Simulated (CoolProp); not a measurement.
n-dodecane along the isotherm 620 K: Z from the reference equation and from simpler models built on Tc = 658.1 K, pc = 18.18 bar, ω = 0.574; each cubic takes its own stable root.

The numbers come from the reference Helmholtz-energy equation of state, Lemmon 2004 in CoolProp. It is a short technical equation, of lower accuracy than the large ones.

```json
[
 {"p (bar)": "22.7", "phase": "liquid", "reference": "0.1669"},
 {"p (bar)": "45.4", "phase": "liquid", "reference": "0.3158"},
 {"p (bar)": "68.2", "phase": "liquid", "reference": "0.4577"},
 {"p (bar)": "90.9", "phase": "liquid", "reference": "0.5940"},
 {"p (bar)": "114", "phase": "liquid", "reference": "0.7289"},
 {"p (bar)": "136", "phase": "liquid", "reference": "0.8544"},
 {"p (bar)": "159", "phase": "liquid", "reference": "0.9832"},
 {"p (bar)": "182", "phase": "liquid", "reference": "1.110"}
]
```

**Question.** How far does each simpler model (Redlich-Kwong, Soave-Redlich-Kwong) lie from the reference over these 8 states: mean and median of the absolute difference, and the worst?

**Answer.** 
- Redlich-Kwong: mean 21.1 %, median 19.0 %, worst +34.2 % at 620 K and 22.7 bar
- Soave-Redlich-Kwong: mean 17.9 %, median 16.7 %, worst +25.7 % at 620 K and 22.7 bar
